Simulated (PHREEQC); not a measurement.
# Nickel, zinc or cadmium bath: speciation

Solution (20 °C): 0.0022 mol/kgw Ni(NO3)2 and 0.02 mol/kgw HCl. Closed to the air; pH follows from the charge balance.

The numbers come from PHREEQC with the ion-association model, wateq4f.dat.

Each row changes one thing in this solution. This is a speciation only: nothing precipitates in the calculation.

| case | pH | ionic strength (mol/kgw) | NiCl+ (mol/kgw) | NiCl2 (mol/kgw) |
|---|---|---|---|---|
| as made | 1.75 | 0.0265 | 5.76e-5 | 3.03e-6 |
| 0.0017 mol/kgw KCl added | 1.76 | 0.0282 | 6.15e-5 | … |
| HCl from 0.02 to 0.002 mol/kgw | … | … | 7.47e-6 | 4.45e-8 |
| HCl replaced by CdCl2 at the same molality | 5.75 | 0.0428 | 7.01e-5 | 4.78e-6 |
| Ni(NO3)2 from 0.0022 to 0.00022 mol/kgw | 1.75 | 0.0207 | 6.12e-6 | 3.34e-7 |
| temperature from 20 to 40 °C | 1.76 | 0.0265 | 5.64e-5 | 2.94e-6 |
| HCl replaced by FeCl3 at the same molality | 2.19 | 0.107 | 0.000104 | 1.20e-5 |

Task: Some entries are withheld; supply them.

Result: 
- 0.0017 mol/kgw KCl added, NiCl2 (mol/kgw): 3.48e-6
- HCl from 0.02 to 0.002 mol/kgw, pH: 2.74
- HCl from 0.02 to 0.002 mol/kgw, ionic strength (mol/kgw): 0.00859

Species that the database lacks are ignored. Some of these states are supersaturated (in Hematite (slow to form), Goethite (slow to form), for instance). Constants without temperature data keep their 25 °C values here.
